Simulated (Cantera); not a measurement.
Charge: 1 mol SiO₂, 0.81 mol Al₂O₃, 60 mol H₂, held at 1773 K and 4.70 bar.

Cantera equilibrium calculation (NASA polynomials, part measured and part estimated; ideal gas, pure solids and liquids). Candidate condensed phases: Al, Al₂O₃, Al₂SiO₅, Al₆Si₂O₁₃, H₂O, Si, SiO₂; 28 gas species. Mutual solubility and eutectic melting of coexisting phases are not modelled. The tables hold silica as quartz up to 1696 K and as liquid above; real silica turns to tridymite and cristobalite and melts near 1996 K. Condensed phases not in the tables: alloys, solid solutions and most ternary compounds. The numbers say what is thermodynamically allowed, not how fast it happens.

Base state: H₂ 0.999, H₂O 0.000523, SiO 0.000522, H 0.000131 (mole fractions); condensed: Al₆Si₂O₁₃(mullite) + SiO₂(condensed).

Task: What changes in the equilibrium state with this change: temperature from 1773 K to 800 K?

Result: 
```csv
species,before,after
H₂,0.999,1.00
H₂O,0.000523,<1e-9
SiO,0.000522,<1e-9
H,0.000131,<1e-9
"Al₆Si₂O₁₃(mullite), mol",0.270,0
"SiO₂(condensed), mol",0.429,0
"Al₂SiO₅(andalusite), mol",0,0.810
"SiO₂(α-quartz), mol",0,0.190
```
